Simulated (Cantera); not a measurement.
Source: NASA polynomial tables (part measured, part estimated), evaluated in Cantera. Values are per mole of reaction as written; species without (g) are pure solids or liquids, kept so even where they would boil at 1 bar.

Between 300 and 1600 K, where is each reaction favourable under standard conditions?
- H2O2(g) + 4 TiO(g) = 2 Ti2O3 + 2 H(g)


- H2O2(g) + 4 TiO(g) = 2 Ti2O3 + 2 H(g): ΔG° is -2452 kJ at 300 K and -1584 kJ at 1600 K; it stays negative (K > 1). ΔH° is -2534 kJ and ΔS° -594 J/K at 1600 K.
